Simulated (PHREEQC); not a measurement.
1 kg of water holding 20 mmol/kgw Na2CO3 meets 20 L of dry gas (N2 1 by moles) at fixed total pressure, at 10 atm; fugacities by Peng-Robinson. The gases take part in no redox reaction, some water evaporates into the gas, and hydrates or a liquid gas phase aren't modelled. Precipitation was switched off in this run.

Computed with PHREEQC (ion-association model, phreeqc.dat).

```json
[
 {"T (°C)": "10", "dissolved N2 (mol/kgw)": "0.00826", "φ of N2": "0.994"},
 {"T (°C)": "20", "dissolved N2 (mol/kgw)": "0.00697", "φ of N2": "0.995"},
 {"T (°C)": "30", "dissolved N2 (mol/kgw)": "0.00607", "φ of N2": "0.996"},
 {"T (°C)": "40", "dissolved N2 (mol/kgw)": "?", "φ of N2": "0.997"},
 {"T (°C)": "50", "dissolved N2 (mol/kgw)": "?", "φ of N2": "0.998"},
 {"T (°C)": "60", "dissolved N2 (mol/kgw)": "0.00466", "φ of N2": "0.999"},
 {"T (°C)": "70", "dissolved N2 (mol/kgw)": "?", "φ of N2": "0.999"},
 {"T (°C)": "80", "dissolved N2 (mol/kgw)": "0.00427", "φ of N2": "1.000"},
 {"T (°C)": "90", "dissolved N2 (mol/kgw)": "0.00415", "φ of N2": "1.000"}
]
```

Problem. What belongs in the gaps?

Solution. 
- 40, dissolved N2 (mol/kgw): 0.00543
- 50, dissolved N2 (mol/kgw): 0.00498
- 70, dissolved N2 (mol/kgw): 0.00443

Complexes and solids missing from the database can't appear. Away from 25 °C the constants follow the database's enthalpies or fits; those with neither stay at their 25 °C values.
